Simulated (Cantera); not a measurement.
Feed: 1 mol Ta2O5, 1.8 mol C, 3 mol H2, held at 2.63 Torr.

Equilibrium computed with Cantera from the NASA thermochemical tables; the gas is ideal and each condensed phase is pure. Candidate condensed phases: C, C6H6, C7H8, C8H18, H2O, Ta, TaC, Ta2O5; 113 gas species. Mutual solubility and eutectic melting of coexisting phases are not modelled. Condensed phases not in the tables: Ta2C, N, O or C dissolved in the metal. The numbers say what is thermodynamically allowed, not how fast it happens.

Problem. At 1700 °C, list the 6 most abundant gas species with their mole fractions, and the condensed phases.

Solution. H2 0.609, CO 0.371, H 0.0178, H2O 0.000990, TaO2 0.000187, CO2 0.000135. Condensed: Ta(s) + Ta2O5(s).
